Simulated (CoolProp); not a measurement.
A closed Brayton cycle with carbon dioxide: compressor inlet 321.15 K and 9.6 MPa, high pressure 31.7 MPa, turbine inlet 795 K, compressor efficiency 0.89, turbine efficiency 0.93, recuperator effectiveness 0.95 (on enthalpy, no pinch check). Each further row changes one setting.

Values from CoolProp's reference Helmholtz-energy equation of state, Span 1996.

```
case                           thermal efficiency (%)  net work (kJ/kg)  compressor to turbine work  compressor exit (K)  turbine exit (K)
-----------------------------  ----------------------  ----------------  --------------------------  -------------------  ----------------
as stated                                        37.9               104                        0.32                396.9             651.1
turbine inlet 745 K                               ___              92.0                        0.35                396.9             606.4
compressor inlet 331.15 K                        36.1              92.0                         ___                425.3             651.1
high pressure 26.9 MPa                           37.3              93.4                        0.30                386.2             670.3
recuperator effectiveness 0.5                     ___               104                        0.32                396.9             651.1
```

Question: Some entries are withheld; supply them.

Answer: 
- turbine inlet 745 K, thermal efficiency (%): 35.5
- compressor inlet 331.15 K, compressor to turbine work: 0.40
- recuperator effectiveness 0.5, thermal efficiency (%): 25.4
